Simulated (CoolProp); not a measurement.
Saturation properties of propylene.

Values from CoolProp's reference Helmholtz-energy equation of state, Lemmon 2013.

```tsv
T (K)	p (bar)	vapour density (kg/m³)	liquid cp (kJ/(kg K))	liquid viscosity (µPa s)
199.3	0.2565	0.6602	2.112	269
206	0.3785	0.9467	2.128	247
212.7	0.5431	1.323	2.147	227
219.5	0.7636	1.814	2.168	209
226.2	1.044	2.426	2.192	194
232.9	1.400	3.186	2.218	180
239.7	1.850	4.133	2.247	168
246.4	2.393	5.263	2.279	156
253.1	3.051	6.616	2.314	146
259.8	3.836	8.225	2.352	137
266.6	4.779	10.15	2.395	128
273.3	5.867	12.38	2.442	120
```

It boils at 225.5 K under 1 atm.

Viscosity comes from a separate model (Huber 2003), an estimate that may be off by 10 % or more.
